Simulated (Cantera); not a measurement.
## Aluminium nitride and oxide growth: Al(CH3)3 + NH3 + N2

Feed: 1 mol Al(CH3)3, 20 mol NH3, 4.2 mol N2, at 100 Torr.

These are equilibrium values from Cantera (NASA tables, ideal gas, pure condensed phases), not measurements of a reactor. Candidate condensed phases: Al, AlN, C, C6H6, C7H8, C8H18; 97 gas species. The feed counts by its element totals alone. Rates play no part.

```
T (°C)   x H2   x N2     x CH4     x HCN       x H      x Al  n AlN(s)  n C(graphite)
------  -----  -----  --------  --------  --------  --------  --------  -------------
352     0.630  0.303    0.0664  3.77e-12    <1e-12    <1e-12      1.00              0
502     0.630  0.303    0.0664   1.31e-8  2.16e-12    <1e-12      1.00              0
652     0.697  0.288    0.0147   6.34e-7  5.95e-10    <1e-12      1.00           2.30
802     0.712  0.285   0.00305   7.14e-6   3.39e-8    <1e-12      1.00           2.85
952     0.715  0.284  0.000894   4.41e-5   7.22e-7    <1e-12      1.00           2.95
1102    0.715  0.284  0.000339  0.000182   7.94e-6  2.28e-11      1.00           2.97
1252    0.715  0.284  0.000156  0.000567   5.48e-5   5.51e-9      1.00           2.96
1402    0.715  0.283   8.20e-5   0.00143  0.000269   4.91e-7     1.000           2.92
1552    0.713  0.282   4.81e-5   0.00311   0.00102   2.07e-5     0.999           2.83
1702    0.709  0.281   3.04e-5   0.00595   0.00316  0.000492     0.974           2.65
1852    0.693  0.278   1.99e-5    0.0103   0.00828   0.00742     0.613           2.35
```
x: gas mole fraction; n: condensed amount in mol.

From 352 °C to 502 °C the condensed part is AlN(s). From 652 °C to 1852 °C the condensed part is AlN(s) + C(graphite).
